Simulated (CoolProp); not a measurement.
Saturation properties of decamethyltetrasiloxane (MD2M) (Tc = 599.4 K, pc = 1144 kPa, ω = 0.635).

Values from CoolProp's reference Helmholtz-energy equation of state, Thol 2017.

```json
[
 {"T (K)": "348.1", "p (kPa)": "1.368", "liquid density (kg/m³)": "798.7", "enthalpy of vaporisation (kJ/kg)": "171.7", "liquid cp (kJ/(kg K))": "1.846", "vapour Z": "0.9975", "surface tension (mN/m)": "13.4"},
 {"T (K)": "359.2", "p (kPa)": "2.408", "liquid density (kg/m³)": "787.5", "enthalpy of vaporisation (kJ/kg)": "167.9", "liquid cp (kJ/(kg K))": "1.872", "vapour Z": "0.9961", "surface tension (mN/m)": "12.6"},
 {"T (K)": "370.3", "p (kPa)": "4.052", "liquid density (kg/m³)": "776.1", "enthalpy of vaporisation (kJ/kg)": "164.1", "liquid cp (kJ/(kg K))": "1.898", "vapour Z": "0.9940", "surface tension (mN/m)": "11.7"},
 {"T (K)": "381.3", "p (kPa)": "6.521", "liquid density (kg/m³)": "764.7", "enthalpy of vaporisation (kJ/kg)": "160.3", "liquid cp (kJ/(kg K))": "1.923", "vapour Z": "0.9913", "surface tension (mN/m)": "11.0"},
 {"T (K)": "392.4", "p (kPa)": "10.17", "liquid density (kg/m³)": "753.1", "enthalpy of vaporisation (kJ/kg)": "156.5", "liquid cp (kJ/(kg K))": "1.948", "vapour Z": "0.9875", "surface tension (mN/m)": "10.2"},
 {"T (K)": "403.5", "p (kPa)": "15.35", "liquid density (kg/m³)": "741.2", "enthalpy of vaporisation (kJ/kg)": "152.7", "liquid cp (kJ/(kg K))": "1.973", "vapour Z": "0.9828", "surface tension (mN/m)": "9.42"},
 {"T (K)": "414.5", "p (kPa)": "22.43", "liquid density (kg/m³)": "729.3", "enthalpy of vaporisation (kJ/kg)": "149.0", "liquid cp (kJ/(kg K))": "1.997", "vapour Z": "0.9768", "surface tension (mN/m)": "8.68"},
 {"T (K)": "425.6", "p (kPa)": "32.04", "liquid density (kg/m³)": "716.9", "enthalpy of vaporisation (kJ/kg)": "145.1", "liquid cp (kJ/(kg K))": "2.022", "vapour Z": "0.9694", "surface tension (mN/m)": "7.96"},
 {"T (K)": "436.7", "p (kPa)": "44.68", "liquid density (kg/m³)": "704.3", "enthalpy of vaporisation (kJ/kg)": "141.2", "liquid cp (kJ/(kg K))": "2.046", "vapour Z": "0.9605", "surface tension (mN/m)": "7.25"}
]
```

It boils at 467.6 K under 1 atm.

Surface tension comes from a separate correlation (Mulero 2014), older than this fluid's equation and unchecked against measurements.
